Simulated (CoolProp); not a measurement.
The fluid at 451.99 K and 1 MPa (liquid) is heated at constant pressure to 604.3 K. The same conditions are run with several fluids, on thermodynamics alone (safety and materials aside).

Computed with CoolProp (reference Helmholtz-energy equation of state of each fluid (hexamethyldisiloxane (MM): Thol 2016; tetradecamethylhexasiloxane (MD4M): Thol 2019; m-xylene: Zhou 2012; dodecamethylcyclohexasiloxane (D6): Colonna 2008; octamethylcyclotetrasiloxane (D4): Thol 2015)).

**Question.** Rank hexamethyldisiloxane (MM), tetradecamethylhexasiloxane (MD4M), m-xylene, dodecamethylcyclohexasiloxane (D6), octamethylcyclotetrasiloxane (D4) by heat (kJ/kg), highest first.

**Answer.** m-xylene (607), hexamethyldisiloxane (MM) (464), octamethylcyclotetrasiloxane (D4) (396), tetradecamethylhexasiloxane (MD4M) (333), dodecamethylcyclohexasiloxane (D6) (312)

| fluid | final phase | final density (kg/m³) |
|---|---|---|
| hexamethyldisiloxane (MM) | gas | 36.3 |
| tetradecamethylhexasiloxane (MD4M) | liquid | 541 |
| m-xylene | gas | 24.0 |
| dodecamethylcyclohexasiloxane (D6) | liquid | 563 |
| octamethylcyclotetrasiloxane (D4) | gas | 82.3 |
